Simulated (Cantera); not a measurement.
Input: 1 mol Cu, 0.1 mol NH3, 0.81 mol CO, 0.47 mol H2O, at 1.33 mbar.

Equilibrium computed with Cantera from the NASA thermochemical tables; the gas is ideal and each condensed phase is pure. Candidate condensed phases: C, C6H6, C7H8, C8H18, Cu, CuO, Cu(OH)2, Cu2O, H2O; 139 gas species. Equilibrium is a limit: real reactors are often held back by kinetics, nucleation or transport.

Q: Which condensed phases are stable at each of these points (T (°C)): 600, 650, 700, 750, 800, 850, 900, 950, 1000, 1050, 1100, 1150, 1200, 1250?

A: 
```json
[
 {"T (°C)": "600", "condensed phases": "Cu(s)", "Cu condensed (%)": "100.0"},
 {"T (°C)": "650", "condensed phases": "Cu(s)", "Cu condensed (%)": "100.0"},
 {"T (°C)": "700", "condensed phases": "Cu(s)", "Cu condensed (%)": "100.0"},
 {"T (°C)": "750", "condensed phases": "Cu(s)", "Cu condensed (%)": "100.0"},
 {"T (°C)": "800", "condensed phases": "Cu(s)", "Cu condensed (%)": "100.0"},
 {"T (°C)": "850", "condensed phases": "Cu(s)", "Cu condensed (%)": "100.0"},
 {"T (°C)": "900", "condensed phases": "Cu(s)", "Cu condensed (%)": "100.0"},
 {"T (°C)": "950", "condensed phases": "Cu(s)", "Cu condensed (%)": "100.0"},
 {"T (°C)": "1000", "condensed phases": "Cu(s)", "Cu condensed (%)": "100.0"},
 {"T (°C)": "1050", "condensed phases": "Cu(s)", "Cu condensed (%)": "100.0"},
 {"T (°C)": "1100", "condensed phases": "Cu(l)", "Cu condensed (%)": "99.9"},
 {"T (°C)": "1150", "condensed phases": "Cu(l)", "Cu condensed (%)": "99.8"},
 {"T (°C)": "1200", "condensed phases": "Cu(l)", "Cu condensed (%)": "99.4"},
 {"T (°C)": "1250", "condensed phases": "Cu(l)", "Cu condensed (%)": "98.6"}
]
```

From 600 °C to 1050 °C the condensed part is Cu(s). From 1100 °C to 1250 °C the condensed part is Cu(l).
